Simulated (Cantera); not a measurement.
Mixture: CH4 : H2 : O2 : N2 = 1 : 0.53 : 4.82 : 25.1 (molar parts), at 18000 Torr, adiabatic and at constant volume. Ignition delay is the time to a rise of 400 K.

Computed with Cantera and GRI-Mech 3.0 (53 species, 325 reactions). The pressure lies above the range GRI-Mech 3.0 was tuned for (to about 10 atm).

**Question.** What does this change do: constant pressure in place of constant volume?

**Answer.** 
```json
[
 {"quantity": "delay at 1275 K", "before": "0.143 ms", "after": "0.160 ms"},
 {"quantity": "delay at 1425 K", "before": "35.7 µs", "after": "40.0 µs"},
 {"quantity": "delay at 1575 K", "before": "13.0 µs", "after": "14.5 µs"},
 {"quantity": "delay at 1725 K", "before": "5.60 µs", "after": "6.19 µs"},
 {"quantity": "delay at 1875 K", "before": "2.69 µs", "after": "2.98 µs"},
 {"quantity": "apparent activation energy between 1725 and 1875 K", "before": "130 kJ/mol", "after": "130 kJ/mol"}
]
```
